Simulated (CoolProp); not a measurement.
The numbers come from the reference Helmholtz-energy equation of state, Lemmon 2006 in CoolProp. It is a short technical equation, of lower accuracy than the large ones.

Q: For C3F8 (R218), give the phase and the Z, cp (kJ/(kg K)), Joule-Thomson coefficient (K/MPa), isothermal compressibility (1/MPa) at 218.4 K and 0.825 MPa; 218.4 K and 2.48 MPa; 218.4 K and 4.95 MPa.

A: 
- 218.4 K and 0.825 MPa: liquid; Z 0.0508, cp 0.935, Joule-Thomson coefficient -0.333, isothermal compressibility 0.00220
- 218.4 K and 2.48 MPa: liquid; Z 0.152, cp 0.932, Joule-Thomson coefficient -0.340, isothermal compressibility 0.00211
- 218.4 K and 4.95 MPa: liquid; Z 0.302, cp 0.928, Joule-Thomson coefficient -0.350, isothermal compressibility 0.00198
